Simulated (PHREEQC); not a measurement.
PHREEQC input (Pitzer model, pitzer.dat):

```
SOLUTION 1
  temp 25
  units mol/kgw
  pH 7 charge
  Cl 0.19
  Na 0.51
  Br 0.328
  Mg 0.004
END
USE solution 1
INCREMENTAL_REACTIONS false
REACTION 1
  H2O -1
  0 9.886 18.011 24.689 30.178 34.689 38.397 41.444
  43.949 46.007 47.699 49.089 50.232 moles
EQUILIBRIUM_PHASES 1
  Bischofite 0 0
  Brucite 0 0
  Halite 0 0
  MgCl2_4H2O 0 0
SELECTED_OUTPUT 1
  -reset false
  -pH true
  -pe true
  -ionic_strength true
  -water true
  -activities H2O
  -totals Br Cl Mg Na
  -molalities H+ Na+ Mg+2 Cl- Br- OH- MgOH+
  -equilibrium_phases Bischofite Brucite Halite MgCl2_4H2O
PRINT
  -reset false
END
```

Selected output (columns that matter, 10 of 13 rows; water left (kg) added in front):

```
water left (kg)	pH	mu	Br	Cl	Mg	Na	m_H+	m_Na+	m_Mg+2	m_Cl-	m_Br-	m_OH-	la_H2O
1	6.8952	0.522	0.328	0.19	0.004	0.51	1.4924e-07	0.51	0.004	0.19	0.328	1.2983e-07	-0.0075049
0.821894	6.8758	0.63512	0.39908	0.23117	0.0048668	0.62052	1.5122e-07	0.62052	0.0048668	0.23117	0.39908	1.2817e-07	-0.0091711
0.555203	6.8228	0.9402	0.59077	0.34222	0.0072046	0.91858	1.5499e-07	0.91858	0.0072045	0.34222	0.59077	1.216e-07	-0.013779
0.456313	6.7862	1.144	0.7188	0.41638	0.0087659	1.1177	1.5699e-07	1.1177	0.0087659	0.41638	0.7188	1.1613e-07	-0.016958
0.375043	6.74	1.3918	0.87457	0.50661	0.010665	1.3598	1.5942e-07	1.3598	0.010665	0.50661	0.87457	1.0877e-07	-0.020944
0.253345	6.6031	2.0604	1.2947	0.74997	0.015789	2.0131	1.6828e-07	2.0131	0.015789	0.74997	1.2947	8.7115e-08	-0.032408
0.208215	6.5007	2.507	1.5753	0.91252	0.019211	2.4494	1.774e-07	2.4494	0.019211	0.91252	1.5753	7.2676e-08	-0.040695
0.171138	6.3646	3.0502	1.9166	1.1102	0.023373	2.9801	1.9294e-07	2.9801	0.023373	1.1102	1.9166	5.6561e-08	-0.051506
0.115613	5.9511	4.5151	2.8371	1.6434	0.034598	4.4113	2.6268e-07	4.4113	0.034598	1.6434	2.8371	2.5686e-08	-0.08499
0.0950203	5.6534	5.4936	3.4519	1.9996	0.042096	5.3673	3.3428e-07	5.3673	0.042096	1.9996	3.4519	1.4478e-08	-0.11112
```

Complexes and solids missing from the database can't appear.
